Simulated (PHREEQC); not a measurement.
PHREEQC input (ion-association model, wateq4f.dat):

```
SOLUTION_MASTER_SPECIES
  An  An-  0  An  62.0  # stands for a non-complexing anion
SOLUTION_SPECIES
  An- = An-
    -log_k 0
    -gamma 3.0 0
  PO4-3 + 3H+ = H3PO4  # constants of phreeqc.dat
    -log_k 21.721
    -delta_h -10.1 kJ
PHASES
  Fix_H+
    H+ = H+
    -log_k 0
SOLUTION 1
  temp 25
  units mmol/kgw
  pH 7 charge
  P 0.24
  Na 1.24
  Cl 0.6
  Ni 0.3
  An 1
END
SELECTED_OUTPUT 1
  -reset false
  -pH true
  -pe true
  -ionic_strength true
  -water true
  -totals Cl Na Ni P
  -molalities Hfo_wOH Hfo_wOH2+ Hfo_wO- Hfo_sOH Hfo_sOH2+ Hfo_sO- Hfo_wH2PO4 Hfo_wHPO4- Hfo_wPO4-2 Hfo_sONi+
    Hfo_wONi+
  -saturation_indices Ni(OH)2 Ni3(PO4)2 Halite
USER_PUNCH 1
  -headings sigma psi
  10 PUNCH EDL("sigma", "Hfo"), EDL("psi", "Hfo")
PRINT
  -reset false
USE solution 1
SURFACE 1
  Hfo_wOH 0.00134831 600 0.6
  Hfo_sOH 3.37079e-05
EQUILIBRIUM_PHASES 1
  Fix_H+ -4 HAn 10
    -force_equality true
  O2(g) -0.68 10
END
# ... the last block is repeated for the other 12 points of pH, with NaOH or the acid as the point needs
```

Selected output (columns that matter, 13 of 13 rows; pH added in front):

```
pH	mu	Cl	Na	Ni	P	m_Hfo_wOH	m_Hfo_wOH2+	m_Hfo_wO-	m_Hfo_sOH	si_Ni(OH)2	si_Ni3(PO4)2	si_Halite	sigma	psi
4	0.0024401	0.0006	0.00124	0.00029994	4.7831e-10	0.00044343	0.00065802	6.8456e-06	1.3463e-05	-6.4181	-21.36	-7.758	0.10495	0.18448
4.67	0.0022691	0.0006	0.00124	0.00029897	9.6928e-10	0.00056864	0.00052552	1.4096e-05	1.6789e-05	-5.0763	-18.052	-7.7564	0.059214	0.15701
5.33	0.0021658	0.0006	0.00124	0.0002878	2.6713e-09	0.00064382	0.00044225	2.1471e-05	1.2947e-05	-3.7709	-14.583	-7.7554	0.031219	0.12559
6	0.0020393	0.0006	0.00124	0.00025681	9.1444e-09	0.00068697	0.00037995	2.8454e-05	2.167e-06	-2.4779	-11.021	-7.7541	0.015282	0.091527
6.67	0.0017344	0.0006	0.0012774	0.00014801	3.3695e-08	0.0006785	0.00027247	3.8707e-05	2.5711e-07	-1.3711	-8.0938	-7.7379	0.0071128	0.060116
7.33	0.0016177	0.00059999	0.0015433	2.2907e-05	1.6666e-07	0.00063845	0.00017226	5.4209e-05	1.1863e-07	-0.8597	-7.0423	-7.6544	0.0030544	0.03129
8	0.0016087	0.00059999	0.0016039	1.3244e-06	2.0199e-06	0.000634	0.0001497	6.1513e-05	1.0827e-07	-0.7618	-6.9368	-7.6375	-0.00045099	-0.0049171
8.67	0.0016846	0.00059999	0.0016682	7.6701e-08	2.4548e-05	0.00066091	0.00012642	7.9153e-05	1.1233e-07	-0.6864	-7.1361	-7.6213	-0.0040334	-0.039142
9.33	0.001945	0.00059999	0.0018578	9.6788e-09	0.00010308	0.00071344	7.4069e-05	0.00015743	1.2118e-07	-0.4541	-7.8248	-7.5774	-0.0079618	-0.062485
10	0.0023274	0.00059999	0.0021548	6.2957e-09	0.00019803	0.00069524	3.5862e-05	0.00030877	1.1802e-07	-0.1391	-9.0071	-7.5168	-0.014005	-0.08415
10.67	0.0028742	0.00059999	0.0026804	1.1402e-08	0.00023574	0.0006359	2.2077e-05	0.00041959	1.0792e-07	0.0716	-10.941	-7.4268	-0.028355	-0.11361
11.33	0.0048288	0.00059999	0.0046515	4.7147e-08	0.00023964	0.0005241	1.1527e-05	0.00054588	8.8959e-08	0.3537	-12.864	-7.2013	-0.063039	-0.14093
12	0.014208	0.00059998	0.014016	9.9183e-07	0.00023996	0.00026791	2.023e-06	0.00081283	4.5635e-08	1.1076	-13.838	-6.762	-0.13724	-0.1531
```

Along this series the solution becomes supersaturated in solids that the run did not let form, among them Ni(OH)2. H3PO4, which wateq4f.dat lacks, is added to it with the constant of phreeqc.dat. The database has no phosphate complexes of Ni.
